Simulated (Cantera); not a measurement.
Input (Python, Cantera) and output of one run.

```python
import numpy as np
import cantera as ct

gas_names = """
    CL CL2 H HCL H2 N NH NH2 NH3 N2 N2H2 N2H4 Si SiCL SiCL2 SiCL3 SiCL4 SiH SiHCL3 SiH2 SiH2CL2 SiH3
    SiH3CL SiH4 SiN Si2 Si2N Si3
""".split()
cond_names = """
    NH4CL(a) NH4CL(b) Si(cr) Si(L) Si3N4(a)
""".split()


# ... load() reads the species with a 1 bar reference pressure and builds the phases ...
atoms = {
    'SiH2Cl2': {'Si': 1, 'H': 2, 'CL': 2},
    'NH3': {'N': 1, 'H': 3},
    'N2': {'N': 2},
}
top_T = {'Si3N4(a)': 2400}  # K; cautious upper limits of use, not melting points


# ... equilibrate(T, P, feed) seeds the gas with the atoms and calls Mixture.equilibrate('TP', solver="vcs", rtol=1e-11, max_steps=5000) ...
results = []
feed = {'SiH2Cl2': 1, 'NH3': 0.19, 'N2': 3.9}  # mol
T = 1275  # K
for P in [5, 17, 59, 210, 710, 2400, 8400, 29000, 100000]:
    mix = equilibrate(T, P, feed)
    results.append((T, P, feed, dict(zip(mix.species_names, mix.species_moles))))
    x = sorted(zip(gas.X, gas.species_names), reverse=True)
    print(f"T = {T:g} K  P = {P:g} Pa  gas = {mix.phase_moles(0):.4g} mol")
    print("   x: " + "  ".join(f"{s} {v:.3e}" for v, s in x if v > 1e-05))
    print("   condensed (mol): " + ("  ".join(f"{mix.phase(i).name} {mix.phase_moles(i):.4g}"
          for i in range(1, mix.n_phases) if mix.phase_moles(i) > 1e-12) or "none"))
```

It prints:

```
T = 1275 K  P = 5 Pa  gas = 5.81 mol
   x: N2 6.099e-01  HCL 2.265e-01  H2 1.079e-01  SiCL2 5.066e-02  SiCL3 3.419e-03  SiCL4 1.501e-03  CL 6.104e-05  H 3.424e-05  SiHCL3 2.886e-05
   condensed (mol): Si3N4(a) 0.2256
T = 1275 K  P = 17 Pa  gas = 5.729 mol
   x: N2 6.080e-01  HCL 2.543e-01  H2 9.709e-02  SiCL2 3.145e-02  SiCL3 4.631e-03  SiCL4 4.437e-03  SiHCL3 6.839e-05  CL 3.918e-05  H 1.762e-05
   condensed (mol): Si3N4(a) 0.2558
T = 1275 K  P = 59 Pa  gas = 5.661 mol
   x: N2 6.082e-01  HCL 2.690e-01  H2 9.240e-02  SiCL2 1.613e-02  SiCL4 9.293e-03  SiCL3 4.800e-03  SiHCL3 1.288e-04  CL 2.281e-05
   condensed (mol): Si3N4(a) 0.2761
T = 1275 K  P = 210 Pa  gas = 5.616 mol
   x: N2 6.098e-01  HCL 2.716e-01  H2 9.294e-02  SiCL4 1.453e-02  SiCL2 6.997e-03  SiCL3 3.953e-03  SiHCL3 2.007e-04  CL 1.217e-05
   condensed (mol): Si3N4(a) 0.2853
T = 1275 K  P = 710 Pa  gas = 5.591 mol
   x: N2 6.119e-01  HCL 2.668e-01  H2 9.628e-02  SiCL4 1.890e-02  SiCL3 2.896e-03  SiCL2 2.888e-03  SiHCL3 2.752e-04
   condensed (mol): Si3N4(a) 0.2868
T = 1275 K  P = 2400 Pa  gas = 5.577 mol
   x: N2 6.143e-01  HCL 2.586e-01  H2 1.010e-01  SiCL4 2.268e-02  SiCL3 1.998e-03  SiCL2 1.145e-03  SiHCL3 3.575e-04
   condensed (mol): Si3N4(a) 0.2847
T = 1275 K  P = 8400 Pa  gas = 5.567 mol
   x: N2 6.169e-01  HCL 2.482e-01  H2 1.065e-01  SiCL4 2.622e-02  SiCL3 1.321e-03  SiHCL3 4.540e-04  SiCL2 4.329e-04
   condensed (mol): Si3N4(a) 0.2806
T = 1275 K  P = 29000 Pa  gas = 5.559 mol
   x: N2 6.195e-01  HCL 2.370e-01  H2 1.123e-01  SiCL4 2.953e-02  SiCL3 8.611e-04  SiHCL3 5.649e-04  SiCL2 1.634e-04
   condensed (mol): Si3N4(a) 0.2757
T = 1275 K  P = 100000 Pa  gas = 5.552 mol
   x: N2 6.222e-01  HCL 2.254e-01  H2 1.184e-01  SiCL4 3.274e-02  SiHCL3 6.942e-04  SiCL3 5.551e-04  SiCL2 6.122e-05
   condensed (mol): Si3N4(a) 0.2703
```

These are equilibrium values from Cantera (NASA tables, ideal gas, pure condensed phases), not measurements of a reactor. The tables' values for SiCl3 are old estimates; treat these amounts as uncertain.
